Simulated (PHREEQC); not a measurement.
0.097 g of hydrous ferric oxide (600 m²/g; 0.2 weak and 0.005 strong sites per Fe, Dzombak-Morel constants, diffuse double layer) in 1 kg of water with 0.1 mol/kgw of an inert sodium salt and 0.001 mmol/kgw BaCl2 and 0.00023 mmol/kgw MgCl2, at 25 °C; the pH is set by adding NaOH or the inert anion's acid. Oxygen alone is held at its pressure in air (log pO2 = -0.68). The system is closed to CO2. Precipitation was switched off in this run.

The series has 13 steps of pH, from 4 to 10.

The numbers come from PHREEQC with the ion-association model, wateq4f.dat.

Task: Near which pH is half of the Ba sorbed, and on which side is more sorbed?

Result: Near pH 8.3, with more sorbed at higher pH.

Task: Near which pH is half of the Mg sorbed, and on which side is more sorbed?

Result: Near pH 8.5, with more sorbed at higher pH.
